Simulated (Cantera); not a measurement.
**Hydrocarbon pyrolysis for carbon deposition**

An isothermal, constant-pressure homogeneous reactor starts with 22.2 % C2H6, 77.8 % H2, at 1500 K and 1400 Pa.

Detailed kinetics in Cantera: GRI-Mech 3.0 (53 species, 325 reactions). GRI-Mech 3.0 stops at C3 and has no aromatics, soot or wall deposition, so with more carbon than oxygen in the feed, carbon stays in small species such as C2H2 where larger ones or solid carbon would form. Radical loss at walls, strong at low pressure, is not modelled.

```
t (s)       x C2H6   x H2    x CH2     x CH3   x C2H2    x C2H4
--------  --------  -----  -------  --------  -------  --------
7.00e-5      0.219  0.777  1.69e-7   0.00193  6.04e-8  0.000436
0.000337     0.187  0.770  2.90e-6   0.00786  8.89e-5    0.0151
0.00162     0.0378  0.722  4.57e-6    0.0107  0.00881    0.0748
0.00778   0.000629  0.720  4.13e-7   0.00170   0.0410    0.0594
0.0374     4.93e-5  0.727  3.75e-8  0.000426   0.0631    0.0363
0.180      1.90e-5  0.735  1.59e-8  0.000266   0.0851    0.0126
0.865      2.23e-5  0.742  2.16e-8  0.000305   0.0982  0.000920
4.16       1.55e-5  0.763  1.95e-8  0.000259    0.109  0.000736
20.0       4.27e-6  0.808  1.36e-8  0.000144    0.133  0.000534
```
x: mole fraction; the columns are a selection and need not sum to one.

Equilibrium at this temperature and pressure: C2H6 5.16e-8, H2 0.844, CH2 1.60e-9, CH3 1.18e-5, C2H2 0.152, C2H4 0.000507 (gas phase only).
